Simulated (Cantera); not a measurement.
Input (Python, Cantera) and output of one run.

```python
import numpy as np
import cantera as ct

gas_names = """
    C CN CO CO2 C2 CCN CNC C2N2 C2O C3 C3O2 C4 C4N2 C5 N NCO NO NO2 NO3 N2 N2O O O2 O3 Si SiC SiC2 SiN
    SiO SiO2 Si2 Si2C Si2N Si3
""".split()
cond_names = """
    C(gr) Si(cr) Si(L) SiC(b) SiO2(Lqz) SiO2(hqz) SiO2(L) Si2N2O(s) Si3N4(a)
""".split()


def load(file, names, dense=False):
    # The tables refer to 1 bar. Condensed volumes are neglected.
    table = {s.name: s for s in ct.Species.list_from_file(file)}
    out = []
    for n in names:
        d = dict(table[n].input_data)
        d["thermo"] = dict(d["thermo"], **{"reference-pressure": 1e5})
        if dense:
            d["equation-of-state"] = {"model": "constant-volume", "density": "1e6 g/cm^3"}
        out.append(ct.Species.from_dict(d))
    return out


gas = ct.Solution(thermo="ideal-gas", species=load("nasa_gas.yaml", gas_names))
cond = {s.name: ct.Solution(thermo="fixed-stoichiometry", species=[s], name=s.name)
        for s in load("nasa_condensed.yaml", cond_names, dense=True)}
atoms = {
    'SiC': {'Si': 1, 'C': 1},
    'N2O': {'N': 2, 'O': 1},
    'N2': {'N': 2},
    'CO2': {'C': 1, 'O': 2},
}
top_T = {'C(gr)': 4500, 'SiC(b)': 3050, 'Si2N2O(s)': 2100, 'Si3N4(a)': 2400}  # K; cautious upper limits of use, not melting points


def equilibrate(T, P, feed):
    n = {}
    for name, mol in feed.items():
        for a, k in atoms[name].items():
            n[a] = n.get(a, 0.0) + k * mol
    gas.TPX = T, P, n
    mass = sum(n.values()) * gas.mean_molecular_weight
    gas.equilibrate("TP")
    valid = [c for c in cond.values() if c.min_temp <= T <= top_T.get(c.name, c.max_temp)]
    mix = ct.Mixture([(gas, mass / gas.mean_molecular_weight)] + [(c, 0.0) for c in valid])
    mix.T, mix.P = T, P
    mix.equilibrate("TP", solver="vcs", rtol=1e-11, max_steps=5000)
    return mix


results = []
feed = {'SiC': 1, 'N2O': 1.2, 'N2': 380, 'CO2': 0.031}  # mol
T = 2025  # K
P = 0.24  # Pa
mix = equilibrate(T, P, feed)
results.append((T, P, feed, dict(zip(mix.species_names, mix.species_moles))))
x = sorted(zip(gas.X, gas.species_names), reverse=True)
print(f"T = {T:g} K  P = {P:g} Pa  gas = {mix.phase_moles(0):.4g} mol")
print("   x: " + "  ".join(f"{s} {v:.3e}" for v, s in x if v > 0.001))
print("   condensed (mol): " + ("  ".join(f"{mix.phase(i).name} {mix.phase_moles(i):.4g}"
      for i in range(1, mix.n_phases) if mix.phase_moles(i) > 1e-12) or "none"))
```

It prints:

```
T = 2025 K  P = 0.24 Pa  gas = 383.2 mol
   x: N2 9.947e-01  CO 2.690e-03  Si 2.006e-03
   condensed (mol): none
```

Method: chemical equilibrium by Gibbs-energy minimisation in Cantera with the NASA 1993 tables (ideal gas, pure condensed phases).
